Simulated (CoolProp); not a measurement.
Vapour-liquid equilibrium of isobutane (1) + isobutene (2) at 0.915 MPa; x and y are mole fractions of (1).

Computed with CoolProp (multi-fluid Helmholtz-energy mixture model, Bücker 2006 and Lemmon 2005; pair parameters Bell 2016).

| x | bubble temperature (°C) | y at the bubble point | dew temperature at overall composition x (°C) | liquid density (mol/L) |
|---|---|---|---|---|
| 0.05 | 66.4 | 0.056 | 66.5 | 9.414 |
| 0.125 | 65.9 | 0.137 | 66.0 | 9.344 |
| 0.2 | 65.5 | 0.217 | 65.6 | 9.275 |
| 0.275 | 65.1 | 0.295 | 65.2 | 9.207 |
| 0.35 | 64.7 | 0.371 | 64.8 | 9.140 |
| 0.425 | 64.3 | 0.446 | 64.4 | 9.074 |
| 0.5 | 63.9 | 0.520 | 64.0 | 9.008 |
| 0.575 | 63.6 | 0.593 | 63.7 | 8.943 |
| 0.65 | 63.3 | 0.665 | 63.4 | 8.879 |
| 0.725 | 63.1 | 0.737 | 63.1 | 8.816 |
| 0.8 | 62.8 | 0.809 | 62.8 | 8.753 |
| 0.875 | 62.6 | 0.881 | 62.6 | 8.691 |
| 0.95 | 62.4 | 0.952 | 62.4 | 8.630 |

No azeotrope shows between x = 0.05 and 0.95.

Pair parameters are fitted to limited data, so mixtures are less certain than the pure fluids.
